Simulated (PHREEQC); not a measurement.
Consider water at 25 °C with 1.3 mmol/kgw KHCO3 and 0.11 mmol/kgw NaF. Closed to the air; pH follows from the charge balance.

Computed with PHREEQC (ion-association model, phreeqc.dat).

Precipitation was switched off in this run.

Task: Predict the pH.

Result: pH 8.27.

Task: In which forms is C present?

Result: HCO3- 98 %, CO2 1.1 %, CO3-2 1.0 % of the C.
